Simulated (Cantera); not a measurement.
A closed system holds: 1 mol Si2Cl6, 72 mol H2, held at 7800 Pa.

Points: T (K) = 1100, 1150, 1200, 1250, 1300, 1350, 1400, 1450, 1500, 1550, 1600, 1650, 1700, 1750.

Cantera's Mixture.equilibrate('TP', solver="vcs", rtol=1e-11, max_steps=5000) on the NASA tables stopped like this:

```
ERROR: FAILURE its = 5001!

*******************************************************************************
CanteraError thrown by MultiPhase::equilibrate:
VCS solver failed. Return code: -1
*******************************************************************************
```

Task: What got this run through?

Result: Several could match; the one computed here: The failure is numerical, not chemical. The same input converged with solver="gibbs", rtol=1e-10, max_steps=50000, and the result passed a check of the equilibrium conditions:
```
log10 of partial pressures in bar; condensed amounts in mol
       T/K        H2       HCL     SiCL2     SiCL4    SiHCL3     SiCL3         H   SiH2CL2    Si(cr)     Si(L)
      1100    -1.127    -2.689    -3.943    -3.171    -3.440    -4.129    -8.151    -4.630    0.8155         0
      1150    -1.129    -2.577    -3.681    -3.293    -3.539    -4.007    -7.692    -4.685    0.9289         0
      1200    -1.132    -2.489    -3.473    -3.467    -3.676    -3.942    -7.271    -4.768     1.027         0
      1250    -1.135    -2.428    -3.320    -3.703    -3.859    -3.939    -6.883    -4.881     1.097         0
      1300    -1.137    -2.390    -3.217    -3.997    -4.085    -3.994    -6.524    -5.024     1.137         0
      1350    -1.138    -2.370    -3.154    -4.330    -4.339    -4.091    -6.192    -5.185     1.153         0
      1400    -1.138    -2.361    -3.114    -4.677    -4.604    -4.209    -5.882    -5.354     1.153         0
      1450    -1.138    -2.358    -3.088    -5.021    -4.866    -4.336    -5.593    -5.521     1.146         0
      1500    -1.138    -2.357    -3.070    -5.352    -5.118    -4.462    -5.324    -5.682     1.134         0
      1550    -1.138    -2.359    -3.056    -5.667    -5.357    -4.584    -5.071    -5.835     1.121         0
      1600    -1.138    -2.360    -3.045    -5.965    -5.584    -4.701    -4.834    -5.980     1.108         0
      1650    -1.139    -2.363    -3.036    -6.247    -5.798    -4.812    -4.611    -6.117     1.094         0
      1700    -1.139    -2.363    -3.033    -6.514    -6.003    -4.920    -4.401    -6.251         0     1.091
      1750    -1.139    -2.355    -3.049    -6.768    -6.207    -5.034    -4.203    -6.397         0     1.125
```

The gas is ideal and each condensed phase is pure. The feed counts by its element totals alone. The tables' values for SiCl3, SiCl are old estimates; treat these amounts as uncertain. Gases not in the tables: Si2H6 and higher silanes.
